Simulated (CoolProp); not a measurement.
Saturation properties of R1132(E).

Computed with CoolProp (reference Helmholtz-energy equation of state, Akasaka 2024).

| T (K) | p (MPa) | vapour density (kg/m³) |
|---|---|---|
| 260.2 | [?] | [?] |
| 263.4 | 0.5955 | [?] |
| 266.5 | 0.6601 | 21.77 |
| 269.7 | 0.7322 | 24.11 |
| 272.8 | 0.8074 | [?] |
| 275.9 | 0.8883 | 29.23 |
| 279.1 | [?] | [?] |
| 282.2 | 1.071 | 35.33 |
| 285.4 | [?] | [?] |

Question: Complete the blanks.

Answer: 
- 260.2, p (MPa): 0.5339
- 260.2, vapour density (kg/m³): 17.69
- 263.4, vapour density (kg/m³): 19.68
- 272.8, vapour density (kg/m³): 26.57
- 279.1, p (MPa): 0.9780
- 279.1, vapour density (kg/m³): 32.21
- 285.4, p (MPa): 1.174
- 285.4, vapour density (kg/m³): 38.82
